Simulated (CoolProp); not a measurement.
Vapour-liquid equilibrium of neopentane (1) + n-pentane (2) at 359.2 K; x and y are mole fractions of (1).

Computed with CoolProp (multi-fluid Helmholtz-energy mixture model, Lemmon 2006 and Thol 2019; pair parameters Bell 2016).

```json
[
 {"x": "0.05", "bubble pressure, mixture model (MPa)": "0.4480", "bubble pressure, Raoult's law (MPa)": "0.4485", "y, mixture model": "0.087", "y, Raoult's law": "0.094"},
 {"x": "0.15", "bubble pressure, mixture model (MPa)": "0.4884", "bubble pressure, Raoult's law (MPa)": "0.4897", "y, mixture model": "0.240", "y, Raoult's law": "0.257"},
 {"x": "0.25", "bubble pressure, mixture model (MPa)": "(withheld)", "bubble pressure, Raoult's law (MPa)": "0.5310", "y, mixture model": "0.372", "y, Raoult's law": "0.396"},
 {"x": "0.35", "bubble pressure, mixture model (MPa)": "0.5697", "bubble pressure, Raoult's law (MPa)": "0.5722", "y, mixture model": "0.487", "y, Raoult's law": "0.514"},
 {"x": "0.45", "bubble pressure, mixture model (MPa)": "0.6106", "bubble pressure, Raoult's law (MPa)": "0.6134", "y, mixture model": "0.589", "y, Raoult's law": "0.616"},
 {"x": "0.55", "bubble pressure, mixture model (MPa)": "0.6516", "bubble pressure, Raoult's law (MPa)": "0.6547", "y, mixture model": "0.679", "y, Raoult's law": "0.706"},
 {"x": "0.65", "bubble pressure, mixture model (MPa)": "0.6929", "bubble pressure, Raoult's law (MPa)": "0.6959", "y, mixture model": "(withheld)", "y, Raoult's law": "0.785"},
 {"x": "0.75", "bubble pressure, mixture model (MPa)": "0.7344", "bubble pressure, Raoult's law (MPa)": "0.7371", "y, mixture model": "(withheld)", "y, Raoult's law": "0.855"},
 {"x": "0.85", "bubble pressure, mixture model (MPa)": "0.7763", "bubble pressure, Raoult's law (MPa)": "0.7784", "y, mixture model": "0.905", "y, Raoult's law": "0.918"},
 {"x": "0.95", "bubble pressure, mixture model (MPa)": "0.8188", "bubble pressure, Raoult's law (MPa)": "0.8196", "y, mixture model": "0.969", "y, Raoult's law": "0.974"}
]
```

Problem. What belongs in the gaps?

Solution. 
- 0.25, bubble pressure, mixture model (MPa): 0.5290
- 0.65, y, mixture model: 0.761
- 0.75, y, mixture model: 0.836

The largest gap from Raoult's law is -0.5 % in bubble pressure, at x = 0.45. No azeotrope shows between x = 0.05 and 0.95.

The pair parameters rest on a limited set of measurements; away from them the model extrapolates.
